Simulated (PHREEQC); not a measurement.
Ultrapure water in contact with air or piping: speciation

Model water analysis in mg/L, 20 °C, pH 6.07, pe 12.1:

```tsv
constituent	mg/L
Na	0.259
K	0.0124
Ca	0.535
Mg	0.237
Cl	0.427
S(6) as SO4	1.6
Alkalinity as HCO3	0.719
Cd	0.00924
```

Valence states are taken as typed.

The numbers come from PHREEQC with the ion-association model, wateq4f.dat.

Precipitation was switched off in this run.

Problem. What charge-balance error does the model give?

Solution. charge-balance error 0.7 %.

Problem. In which forms is C present?

Solution. CO2 67 %, HCO3- 33 % of the C.

Species that the database lacks are ignored.
